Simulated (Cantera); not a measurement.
A closed system holds: 1 mol C₃H₆, 0.022 mol CO₂, 2 mol O₂, held at 1773 K and 0.100 bar.

Equilibrium computed with Cantera from the NASA thermochemical tables; the gas is ideal and each condensed phase is pure. Candidate condensed phases: C, C₆H₆, C₇H₈, C₈H₁₈, H₂O; 110 gas species. Rates play no part.

Base state: CO 0.459, H₂ 0.371, H₂O 0.127, CO₂ 0.0425, H 0.000548, OH 1.17e-5 (mole fractions); condensed: gas only.

Problem. What changes in the equilibrium state with this change: pressure from 0.100 bar to 0.00140 bar?

Solution. 
| species | before | after |
|---|---|---|
| CO | 0.459 | 0.458 |
| H₂ | 0.371 | 0.368 |
| H₂O | 0.127 | 0.127 |
| H | 0.000548 | 0.00461 |
| CO₂ | 0.0425 | 0.0425 |
| OH | 1.17e-5 | 9.84e-5 |

Problem. What changes in the equilibrium state with this change: temperature from 1773 K to 2098.15 K?

Solution. 
```csv
species,before,after
CO,0.459,0.465
H₂,0.371,0.360
H₂O,0.127,0.134
CO₂,0.0425,0.0351
OH,1.17e-5,0.000258
H,0.000548,0.00584
```

Problem. What changes in the equilibrium state with this change: C₃H₆ replaced by toluene?

Solution. 
```json
[
 {"species": "CO", "before": "0.459", "after": "0.503"},
 {"species": "H₂", "before": "0.371", "after": "0.497"},
 {"species": "H", "before": "0.000548", "after": "0.000634"},
 {"species": "H₂O", "before": "0.127", "after": "8.15e-6"},
 {"species": "CO₂", "before": "0.0425", "after": "2.22e-6"},
 {"species": "C₂H₂ (acetylene)", "before": "<1e-9", "after": "6.95e-5"},
 {"species": "CH₄", "before": "<1e-9", "after": "2.08e-5"},
 {"species": "OH", "before": "1.17e-5", "after": "<1e-9"},
 {"species": "C(graphite), mol", "before": "0", "after": "2.98"}
]
```
